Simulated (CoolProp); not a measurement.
Vapour-liquid equilibrium of R152A (1) + isobutene (2) at 293.7 K; x and y are mole fractions of (1).

The numbers come from the multi-fluid Helmholtz-energy mixture model, Outcalt 1996 and Lemmon 2005; pair parameters Bell 2016 in CoolProp.

| x | bubble pressure (MPa) | y at the bubble point | dew pressure at overall composition x (MPa) | liquid density (mol/L) |
|---|---|---|---|---|
| 0.05 | 0.3093 | 0.170 | 0.2775 | 10.68 |
| 0.125 | 0.3615 | 0.327 | 0.2967 | 10.82 |
| 0.2 | 0.4016 | 0.428 | 0.3183 | 10.98 |
| 0.275 | 0.4328 | 0.500 | ? | 11.15 |
| 0.35 | 0.4574 | 0.556 | 0.3700 | 11.33 |
| 0.425 | 0.4772 | 0.602 | 0.4003 | 11.53 |
| 0.5 | 0.4932 | 0.644 | 0.4328 | 11.74 |
| 0.575 | 0.5063 | 0.684 | 0.4658 | 11.98 |
| 0.65 | 0.5168 | 0.725 | 0.4952 | 12.23 |
| 0.725 | 0.5247 | 0.768 | 0.5169 | ? |
| 0.8 | 0.5298 | ? | 0.5285 | 12.82 |
| 0.875 | 0.5312 | 0.873 | 0.5312 | 13.16 |
| 0.95 | 0.5277 | 0.943 | 0.5270 | 13.52 |

Some entries are withheld; supply them.


- 0.275, dew pressure at overall composition x (MPa): 0.3427
- 0.725, liquid density (mol/L): 12.52
- 0.8, y at the bubble point: 0.816

y crosses x between x = 0.8 and 0.875: the model has an azeotrope there.

Pair parameters are fitted to limited data, so mixtures are less certain than the pure fluids.
